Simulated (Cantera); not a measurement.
Input: 1 mol Ta, a varied amount of O₂, 67 mol H₂, at 0.133 bar.

Equilibrium computed with Cantera from the NASA thermochemical tables; the gas is ideal and each condensed phase is pure. Candidate condensed phases: H₂O, Ta, Ta₂O₅; 12 gas species. Mutual solubility and eutectic melting of coexisting phases are not modelled. Condensed phases not in the tables: N, O or C dissolved in the metal. Kinetics and transport are ignored.

Stable condensed phases, one row left out:

```
T in K \ n(O₂) in mol
         0.11 0.15 0.19 0.22 0.26 0.29 0.33 0.36  0.4 0.43 0.47
   2698     A    A    A    A    A    A    A    A    A    A    A
   2673     A    A    A    A    A    A    A    A    A    A    A
   2648     A    A    A    A    A    A    A    A    A    A    A
   2623     A    A    A    A    A    A    A    A    A    A    A
   2598     A    A    A    A    A    A    A    A    A    A    A
   2573     A    A    A    A    A    A    A    A    A    A    A
   2548     A    A    A    A    A    A    A    A    A    A    A
   2523     A    A    A    A    A    A    A    A    A    A    A
   2498     A    A    A    A    A    A    A    A    A    A    A
   2473     A    A    A    A    A    A    A    A    A    A    A
   2423     A    A    A    A    A    A    A    A    B    B    B
   2398     A    A    A    A    A    A    B    B    B    B    B
```

A: Ta; B: Ta + Ta₂O₅.

Task: Give the row for 2448 K.

Result: 0.11: Ta; 0.15: Ta; 0.19: Ta; 0.22: Ta; 0.26: Ta; 0.29: Ta; 0.33: Ta; 0.36: Ta; 0.4: Ta; 0.43: Ta; 0.47: Ta + Ta₂O₅.
